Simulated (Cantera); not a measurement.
Charge: 1 mol Si, 0.23 mol NH3, 13 mol N2, held at 550 °C and 2.40 bar.

Method: chemical equilibrium by Gibbs-energy minimisation in Cantera with the NASA 1993 tables (ideal gas, pure condensed phases). Candidate condensed phases: Si, Si3N4; 18 gas species. Rates play no part.

Base state: N2 0.973, H2 0.0269, NH3 2.50e-5 (mole fractions); condensed: Si3N4(s).

Q: What changes in the equilibrium state with this change: Si replaced by Al?

A: 
| species | before | after |
|---|---|---|
| N2 | 0.973 | 0.973 |
| H2 | 0.0269 | 0.0266 |
| NH3 | 2.50e-5 | 2.45e-5 |
| Si3N4(s), mol | 0.333 | 0 |
| AlN(s), mol | 0 | 1.00 |
Further candidate phases: Al, AlN.

Q: What changes in the equilibrium state with this change: Si replaced by Pb?

A: 
| species | before | after |
|---|---|---|
| N2 | 0.973 | 0.974 |
| H2 | 0.0269 | 0.0256 |
| NH3 | 2.50e-5 | 2.31e-5 |
| Si3N4(s), mol | 0.333 | 0 |
| Pb(l), mol | 0 | 1.000 |
Further candidate phases: Pb.
